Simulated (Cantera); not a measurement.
Cantera run:

```python
import numpy as np
import cantera as ct

gas_names = [...]  # 109 gases of nasa_gas.yaml made of C, Cl, H, Si
cond_names = """
    C(gr) C6H6(L) C7H8(L) C8H18(L),n-octa Si(cr) Si(L) SiC(b)
""".split()


# ... load() reads the species with a 1 bar reference pressure and builds the phases ...
atoms = {
    'CCl4': {'C': 1, 'CL': 4},
    'Si': {'Si': 1},
    'H2': {'H': 2},
    'HCl': {'H': 1, 'CL': 1},
}
top_T = {'C(gr)': 4500, 'SiC(b)': 3050}  # K; cautious upper limits of use, not melting points


# ... equilibrate(T, P, feed) seeds the gas with the atoms and calls Mixture.equilibrate('TP', solver="vcs", rtol=1e-11, max_steps=5000) ...
results = []
feed = {'CCl4': 1, 'Si': 0.14, 'H2': 14, 'HCl': 0.022}  # mol
P = 2100  # Pa
for T in [1025, 1125, 1225, 1325, 1425, 1525, 1625, 1725, 1825, 1925, 2025]:
    mix = equilibrate(T, P, feed)
    results.append((T, P, feed, dict(zip(mix.species_names, mix.species_moles))))
    x = sorted(zip(gas.X, gas.species_names), reverse=True)
    print(f"T = {T:g} K  P = {P:g} Pa  gas = {mix.phase_moles(0):.4g} mol")
    print("   x: " + "  ".join(f"{s} {v:.3e}" for v, s in x if v > 1e-05))
    print("   condensed (mol): " + ("  ".join(f"{mix.phase(i).name} {mix.phase_moles(i):.4g}"
          for i in range(1, mix.n_phases) if mix.phase_moles(i) > 1e-12) or "none"))
```

Result:

```
T = 1025 K  P = 2100 Pa  gas = 15.87 mol
   x: H2 7.718e-01  HCL 2.185e-01  SiCL4 8.510e-03  CH4 9.193e-04  SiHCL3 2.583e-04  SiCL3 4.830e-05
   condensed (mol): C(gr) 0.9854
T = 1125 K  P = 2100 Pa  gas = 15.88 mol
   x: H2 7.718e-01  HCL 2.190e-01  SiCL4 7.932e-03  SiHCL3 4.856e-04  CH4 3.609e-04  SiCL3 2.761e-04  SiCL2 1.183e-04
   condensed (mol): C(gr) 0.9943
T = 1225 K  P = 2100 Pa  gas = 15.98 mol
   x: H2 7.564e-01  HCL 2.403e-01  SiCL4 2.267e-03  SiCL2 3.644e-04  SiCL3 3.232e-04  SiHCL3 2.226e-04  CH4 1.578e-04
   condensed (mol): C(gr) 0.9083  SiC(b) 0.0892
T = 1325 K  P = 2100 Pa  gas = 16.01 mol
   x: H2 7.518e-01  HCL 2.465e-01  SiCL2 7.443e-04  SiCL4 5.522e-04  SiCL3 2.751e-04  SiHCL3 8.623e-05  CH4 7.968e-05
   condensed (mol): C(gr) 0.8853  SiC(b) 0.1134
T = 1425 K  P = 2100 Pa  gas = 16.02 mol
   x: H2 7.511e-01  HCL 2.471e-01  SiCL2 1.314e-03  SiCL3 2.249e-04  SiCL4 1.515e-04  CH4 4.464e-05  H 4.080e-05  SiHCL3 3.603e-05  CL 1.099e-05
   condensed (mol): C(gr) 0.8869  SiC(b) 0.1123
T = 1525 K  P = 2100 Pa  gas = 16.02 mol
   x: H2 7.514e-01  HCL 2.460e-01  SiCL2 2.114e-03  SiCL3 1.849e-04  H 1.415e-04  SiCL4 4.803e-05  CL 3.716e-05  CH4 2.705e-05  SiHCL3 1.658e-05
   condensed (mol): C(gr) 0.8972  SiC(b) 0.1021
T = 1625 K  P = 2100 Pa  gas = 16.02 mol
   x: H2 7.521e-01  HCL 2.440e-01  SiCL2 3.171e-03  H 4.222e-04  SiCL3 1.536e-04  CL 1.079e-04  C2H2,acetylene 2.675e-05  CH4 1.747e-05  SiCL4 1.729e-05
   condensed (mol): C(gr) 0.9126  SiC(b) 0.08628
T = 1725 K  P = 2100 Pa  gas = 16.03 mol
   x: H2 7.527e-01  HCL 2.412e-01  SiCL2 4.486e-03  H 1.112e-03  CL 2.759e-04  SiCL3 1.288e-04  C2H2,acetylene 6.935e-05  CH4 1.188e-05
   condensed (mol): C(gr) 0.9318  SiC(b) 0.06573
T = 1825 K  P = 2100 Pa  gas = 16.05 mol
   x: H2 7.528e-01  HCL 2.376e-01  SiCL2 6.038e-03  H 2.637e-03  CL 6.346e-04  C2H2,acetylene 1.617e-04  SiCL3 1.085e-04  SiCL 1.733e-05
   condensed (mol): C(gr) 0.9538  SiC(b) 0.04087
T = 1925 K  P = 2100 Pa  gas = 16.08 mol
   x: H2 7.517e-01  HCL 2.329e-01  SiCL2 7.776e-03  H 5.720e-03  CL 1.333e-03  C2H2,acetylene 3.442e-04  SiCL3 9.158e-05  SiCL 5.735e-05  Si 3.406e-05
   condensed (mol): C(gr) 0.9769  SiC(b) 0.01184
T = 2025 K  P = 2100 Pa  gas = 16.14 mol
   x: H2 7.469e-01  HCL 2.297e-01  H 1.148e-02  SiCL2 8.294e-03  CL 2.620e-03  C2H2,acetylene 6.759e-04  SiCL 1.422e-04  Si 1.400e-04  SiCL3 6.728e-05  SiH 1.122e-05
   condensed (mol): C(gr) 0.9778
```

These are equilibrium values from Cantera (NASA tables, ideal gas, pure condensed phases), not measurements of a reactor. The tables' values for SiCl3, SiCl are old estimates; treat these amounts as uncertain.
